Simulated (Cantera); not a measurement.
A perfectly stirred reactor is fed with 20.1 % CH4, 70.4 % CO2, 9.46 % H2, at 4050 Torr; it is held at 1525 K, and followed from long to short residence time.

Computed with Cantera and GRI-Mech 3.0 (53 species, 325 reactions).

x: mole fraction; the columns are a selection and need not sum to one.

```
τ (s)     x CH4  x CO2    x H2     x HCO    x CH3
-------  ------  -----  ------  --------  -------
2.5      0.0353  0.297  0.0959   7.89e-9        …
0.51     0.0628  0.400  0.0692   4.13e-9        …
0.10      0.127  0.551  0.0714   1.81e-9        …
0.021     0.179  0.660  0.0862  6.90e-10  7.53e-5
0.0043    0.196  0.695  0.0921  2.99e-10  7.57e-5
0.00087   0.200  0.703  0.0940  1.33e-10        …
0.00018   0.201  0.704  0.0945  2.80e-11        …
```

Q: What belongs in the gaps?

A: 
- 2.5, x CH3: 2.16e-5
- 0.51, x CH3: 3.86e-5
- 0.10, x CH3: 6.32e-5
- 0.00087, x CH3: 6.65e-5
- 0.00018, x CH3: 5.02e-5
